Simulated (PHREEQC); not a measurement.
Make-up at 70 °C: 0.0045 mol HNO3, 0.058 mol Fe2(SO4)3 and 4.4e-05 mol MgCl2 per kg of water. Closed to the air; pH follows from the charge balance.

All values are PHREEQC results (ion-association model, phreeqc.dat), not measurements.

This is a speciation only: nothing precipitates in the calculation.

**Question.** Predict the pH, ionic strength.

**Answer.** pH 2.33; ionic strength 0.233 mol/kgw.

**Question.** In which forms is Fe present?

**Answer.** FeSO4+ 59 %, Fe(SO4)2- 16 %, Fe2(OH)2+4 10 %, FeOH+2 8.1 %, FeHSO4+2 2.5 %, Fe+3 1.4 % of the Fe.

Examples of supersaturated solids here: Hematite (slow to form), Goethite (slow to form). Others may be too. At this temperature some constants are extrapolated from 25 °C, and those without enthalpy data are left unchanged.
